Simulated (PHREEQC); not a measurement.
Make-up at 25 °C: 0.15 mol/kgw HF and 0.11 mol/kgw NH4HF2. Closed to the air; pH follows from the charge balance.

Model: ion-association model, wateq4f.dat, run in PHREEQC.

```tsv
quantity	before	after
pH	2.80	3.09
ionic strength (mol/kgw)	0.112	0.111
HF (mol/kgw)	0.130	0.194
F- (mol/kgw)	0.0741	0.0609
H2F2 (mol/kgw)	0.0451	0.00747
HF2- (mol/kgw)	0.0379	0.0501
```

Problem. What was changed between the two runs?
A. HF from 0.15 to 0.135 mol/kgw
B. NH4HF2 from 0.11 to 0.22 mol/kgw
C. diluted 100-fold with water
D. temperature from 25 to 90 °C
E. 0.11 mol/kgw KOH added

Solution. D, temperature from 25 to 90 °C

This is a speciation only: nothing precipitates in the calculation. wateq4f.dat counts part of the HF as a dimer, H2F2, which phreeqc.dat doesn't know; its constant is uncertain. Away from 25 °C the constants follow the database's enthalpies or fits; those with neither stay at their 25 °C values.
